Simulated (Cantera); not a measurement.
# Ignition delay

Mixture: CO : H₂ : CH₄ : O₂ : N₂ = 1 : 1.3 : 0.057 : 2.11 : 13.5 (molar parts), equivalence ratio 0.60, at 1.09 atm, adiabatic and at constant volume. Ignition delay is the time to a rise of 400 K.

Model: GRI-Mech 3.0 (53 species, 325 reactions), integrated in Cantera. Where the delays flatten at high temperature, the 400 K rule measures the pace of heat release, not the induction time.

```csv
T0 (K),delay (ms)
1300,0.0605
1350,0.0531
1400,0.0481
1450,0.0449
1500,0.0430
1550,0.0421
```
